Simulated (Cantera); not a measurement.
Charge: 1 mol Ta(OEt)₅, 0.023 mol H₂O, equilibrated at 1925 K and 11000 Pa.

These are equilibrium values from Cantera (NASA tables, ideal gas, pure condensed phases), not measurements of a reactor. Candidate condensed phases: C, C₆H₆, C₇H₈, C₈H₁₈, H₂O, Ta, TaC, Ta₂O₅; 113 gas species. The feed counts by its element totals alone. TaC: taken at fixed stoichiometry. Condensed phases not in the tables: Ta₂C. Equilibrium is a limit: real reactors are often held back by kinetics, nucleation or transport.

**Question.** What is the equilibrium state?

**Answer.** 
* **x(H₂)**: 0.711
* **x(CO)**: 0.286
* **x(H)**: 0.00243
* **x(C₂H₂ (acetylene))**: 0.000326
* **x(CH₄)**: 2.91e-5
* **x(H₂O)**: 3.58e-6
* **x(CH₃)**: 1.99e-6
* **n(C(graphite))**: 3.97 mol
* **n(TaC(s))**: 1.00 mol
* **gas amount**: 17.57 mol
* **log10 activity of Ta(s) (absent)**: -3.81
* **log10 activity of Ta₂O₅(s) (absent)**: -19.67
